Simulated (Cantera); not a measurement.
A Cantera script and what it prints.

```python
import numpy as np
import cantera as ct

gas_names = [...]  # 95 gases of nasa_gas.yaml made of C, F, H
cond_names = """
    C(gr) C6H6(L) C7H8(L) C8H18(L),n-octa
""".split()


# ... load() reads the species with a 1 bar reference pressure and builds the phases ...
atoms = {
    'C2F6': {'C': 2, 'F': 6},
    'F2': {'F': 2},
    'H2': {'H': 2},
}
top_T = {'C(gr)': 4500}  # K; cautious upper limits of use, not melting points


# ... equilibrate(T, P, feed) seeds the gas with the atoms and calls Mixture.equilibrate('TP', solver="vcs", rtol=1e-11, max_steps=5000) ...
results = []
feed = {'C2F6': 1, 'F2': 0.032, 'H2': 9.5}  # mol
T = 2523  # K
P = 1333.22  # Pa
mix = equilibrate(T, P, feed)
results.append((T, P, feed, dict(zip(mix.species_names, mix.species_moles))))
print(gas.report(threshold=0.001))
for i in range(1, mix.n_phases):
    print(f"{mix.phase(i).name:16s} {mix.phase_moles(i):12.5e} mol")
```

It prints:

```
       temperature   2523 K
          pressure   1333.2 Pa
           density   0.00063718 kg/m^3
  mean mol. weight   10.026 kg/kmol
   phase of matter   gas

                          1 kg             1 kmol
                     ---------------   ---------------
          enthalpy         -1.96e+06        -1.965e+07  J
   internal energy       -4.0523e+06       -4.0627e+07  J
           entropy             25471        2.5536e+05  J/K
    Gibbs function       -6.6224e+07       -6.6393e+08  J
 heat capacity c_p            3346.7             33552  J/K
 heat capacity c_v            2517.4             25238  J/K

                      mass frac. Y      mole frac. X     chem. pot. / RT
                     ---------------   ---------------   ---------------
    C2H2,acetylene           0.01226         0.0047207           -32.057
                 H          0.015238           0.15155           -12.744
                HF           0.89132           0.44666           -43.537
                H2          0.079717           0.39643           -25.488
     [  +91 minor]         0.0014631         0.0006373

C(gr)             1.86404e+00 mol
```

Cantera equilibrium calculation (NASA polynomials, part measured and part estimated; ideal gas, pure solids and liquids). The feed counts by its element totals alone.
